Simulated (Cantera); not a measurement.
A perfectly stirred reactor is fed with 14.5 % H₂, 8.55 % O₂, 76.9 % N₂, equivalence ratio 0.85, at 10000 Pa; it is held at 923 K, and followed from long to short residence time.

Computed with Cantera and the H2/O2 subset of GRI-Mech 3.0, which has no nitrogen chemistry. Radical loss at walls, strong at low pressure, is not modelled. Below about 950 K walls govern HO2 and H2O2 in real vessels. The temperature is held fixed by assumption; the heat of reaction is taken as removed at once.

x: mole fraction; the columns are a selection and need not sum to one.

```tsv
τ (s)	x H₂	x O₂	x H₂O₂	x O	x OH	x HO₂
2.0	0.00149	0.0146	2.00e-7	4.05e-5	?	2.61e-6
0.50	0.00328	0.0155	1.89e-7	9.57e-5	?	2.97e-6
0.13	0.00687	0.0174	1.79e-7	0.000210	?	3.42e-6
0.033	0.0142	0.0214	1.76e-7	0.000443	?	4.14e-6
0.0086	0.0278	0.0292	1.79e-7	0.000862	?	5.28e-6
0.0022	0.0529	0.0433	1.78e-7	0.00147	?	6.71e-6
0.00057	0.0981	0.0656	1.23e-7	0.00153	?	7.58e-6
```

Q: Some entries are withheld; supply them.

A: 
- 2.0, x OH: 5.30e-5
- 0.50, x OH: 9.19e-5
- 0.13, x OH: 0.000157
- 0.033, x OH: 0.000263
- 0.0086, x OH: 0.000418
- 0.0022, x OH: 0.000594
- 0.00057, x OH: 0.000537
